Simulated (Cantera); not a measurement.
Predominance diagram of Sr at 577 °C against the partial pressures of O2 and Cl2 (log10, bar). Source: NASA polynomial tables (part measured, part estimated), evaluated in Cantera. Candidates: Sr(s), SrCl2(s), SrO(s). Only these pure phases compete in this equilibrium. Not in the tables: the peroxide, oxide halides.

Question: Which phase is stable at these pairs, and which metal-bearing vapour leads over it? (-9.8, -9.8); (-5.5, -13); (-16.3, -13); (-40, 0); (-7.6, -39); (-7.6, -6.5); (-9.8, -35.8)

Answer: 
```tsv
log p(O2)	log p(Cl2)	phase	chief vapour	log p (bar)
-9.8	-9.8	SrCl2(s)	SrCl2	-11.8
-5.5	-13	SrCl2(s)	SrCl2	-11.8
-16.3	-13	SrCl2(s)	SrCl2	-11.8
-40	0	SrCl2(s)	SrCl2	-11.8
-7.6	-39	SrO(s)	SrO	-26.7
-7.6	-6.5	SrCl2(s)	SrCl2	-11.8
-9.8	-35.8	SrO(s)	SrO	-26.7
```
